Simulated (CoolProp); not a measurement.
20 sccm (0 °C, 1 atm) of nitrogen bubbles through liquid water at 349.9 K and leaves saturated at a total pressure of 0.15 MPa (ideal gas phase). Each further row changes one setting.

Model: reference Helmholtz-energy equation of state, Wagner 2002, in CoolProp.

| case | vapour pressure (kPa) | mole fraction of vapour | delivery (mg/min) | delivery (sccm) | change of delivery for a bath 1 K warmer (%) |
|---|---|---|---|---|---|
| as stated | 41.5 | 0.277 | 6.15 | ___ | 5.9 |
| bath temperature 354.9 K | 50.9 | 0.339 | ___ | 10.3 | 6.3 |
| total pressure 0.3 MPa | 41.5 | 0.138 | 2.58 | ___ | 4.9 |

Q: Some entries are withheld; supply them.

A: 
- as stated, delivery (sccm): 7.65
- bath temperature 354.9 K, delivery (mg/min): 8.25
- total pressure 0.3 MPa, delivery (sccm): 3.21
